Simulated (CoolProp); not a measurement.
The numbers come from the reference Helmholtz-energy equation of state, Lemmon and Jacobsen 2000 in CoolProp.

Problem. For R143a, give the phase and the cp (kJ/(kg K)), speed of sound (m/s), expansivity (1/kK) at -54.15 °C and 0.101 MPa.

Solution. 
- -54.15 °C and 0.101 MPa: liquid; cp 1.31, speed of sound 784, expansivity 2.27
